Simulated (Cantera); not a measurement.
Charge: 1 mol SiH₄, 0.11 mol NH₃, 15 mol N₂, equilibrated at 7.50 Torr.

Method: chemical equilibrium by Gibbs-energy minimisation in Cantera with the NASA 1993 tables (ideal gas, pure condensed phases). Candidate condensed phases: Si, Si₃N₄; 18 gas species. The tables' values for SiN are old estimates; treat these amounts as uncertain. Equilibrium is a limit: real reactors are often held back by kinetics, nucleation or transport.

Problem. At 1850 K, list the 4 most abundant gas species with their mole fractions, and the condensed phases.

Solution. N₂ 0.873, H₂ 0.125, H 0.00190, Si 0.000645. Condensed: Si(l).
